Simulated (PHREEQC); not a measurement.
Consider water at 25 °C with 0.0612 mol/kgw HF, 0.066 mol/kgw NaOH and 0.00053 mol/kgw KCl. Closed to the air; pH follows from the charge balance.

Model: ion-association model, phreeqc.dat, run in PHREEQC.

This is a speciation only: nothing precipitates in the calculation.

Estimate the pH.

pH 11.58.

In which forms is Na present?

Na+ 98 %, NaF 2.1 % of the Na.
